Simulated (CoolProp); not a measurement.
n-butane at 565.49 K and 2.16 MPa is throttled through a valve to 1.41 MPa with no heat exchange. Each further row changes one setting.

Values from CoolProp's reference Helmholtz-energy equation of state, Bücker 2006.

```json
[
 {"case": "as stated", "temperature change (K)": "-2.9", "final density (kg/m³)": "18.4"},
 {"case": "outlet pressure 0.423 MPa", "temperature change (K)": "-6.6", "final density (kg/m³)": "5.37"},
 {"case": "outlet pressure 1.83 MPa", "temperature change (K)": "-1.3", "final density (kg/m³)": "24.1"}
]
```
